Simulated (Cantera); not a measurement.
A perfectly stirred reactor is fed with C3H8 : O2 : N2 = 1 : 8.2 : 56.6 (molar parts), equivalence ratio 0.61, at 10.0 bar; it is adiabatic with a 775 K inlet, and is followed from long to short residence time, starting on the burning branch (τ in s: 0.073, 0.03, 0.012, 0.005, 0.002, 0.00083, 0.00034, 0.00014, 5.6e-05, 2.3e-05, 9.4e-06, 3.8e-06).

Model: GRI-Mech 3.0 (53 species, 325 reactions), integrated in Cantera. GRI-Mech 3.0 was tuned for natural gas; its chemistry of propane as a main component is partial and can be far from experiment.

Task: What does this change do: O2 8.2 to 13 parts?

Result: 
```json
[
 {"quantity": "blow-out, bracketed by the residence times tried", "before": "burning at 0.340 ms, out at 0.140 ms", "after": "burning at 0.830 ms, out at 0.340 ms"},
 {"quantity": "x(C3H8) at τ = 73.0 ms", "before": "8.77e-7", "after": "1.22e-6"},
 {"quantity": "x(O2) at τ = 73.0 ms", "before": "0.0480", "after": "0.112"},
 {"quantity": "x(H2) at τ = 73.0 ms", "before": "8.63e-6", "after": "3.29e-6"},
 {"quantity": "x(CO2) at τ = 73.0 ms", "before": "0.0447", "after": "0.0417"},
 {"quantity": "x(NO) at τ = 73.0 ms", "before": "3.90e-6", "after": "2.02e-6"},
 {"quantity": "x(C3H8) at τ = 0.340 ms", "before": "7.43e-5", "after": "0.0142"},
 {"quantity": "x(O2) at τ = 0.340 ms", "before": "0.0539", "after": "0.184"},
 {"quantity": "x(H2) at τ = 0.340 ms", "before": "0.000497", "after": "<1e-12"},
 {"quantity": "x(CO2) at τ = 0.340 ms", "before": "0.0342", "after": "<1e-12"},
 {"quantity": "x(NO) at τ = 0.340 ms", "before": "7.55e-7", "after": "<1e-12"}
]
```
